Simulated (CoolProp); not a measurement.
Properties of decamethyltetrasiloxane (MD2M) along the isobar 1.29 MPa.

Model: reference Helmholtz-energy equation of state, Thol 2017, in CoolProp.

```csv
T (K),phase,Z,cp (kJ/(kg K)),expansivity (1/kK),fugacity coefficient
408,liquid,0.1596,1.978,1.420,0.01602
416.9,liquid,0.1582,1.997,1.459,0.02146
425.7,liquid,0.1569,2.016,1.502,0.02819
434.6,liquid,0.1558,2.035,1.550,0.03653
443.4,liquid,0.1549,2.053,1.603,0.04651
452.2,liquid,0.1541,2.071,1.661,0.05840
461.1,liquid,0.1534,2.090,1.727,0.07255
469.9,liquid,0.1529,2.108,1.799,0.08883
478.8,liquid,0.1525,2.127,1.881,0.1077
487.6,liquid,0.1523,2.145,1.972,0.1290
496.5,liquid,0.1523,2.164,2.077,0.1532
505.3,liquid,0.1525,2.184,2.195,0.1799
514.2,liquid,0.1529,2.204,2.332,0.2097
523,liquid,0.1535,2.225,2.491,0.2418
531.9,liquid,0.1545,2.247,2.683,0.2772
540.7,liquid,0.1557,2.271,2.915,0.3147
```
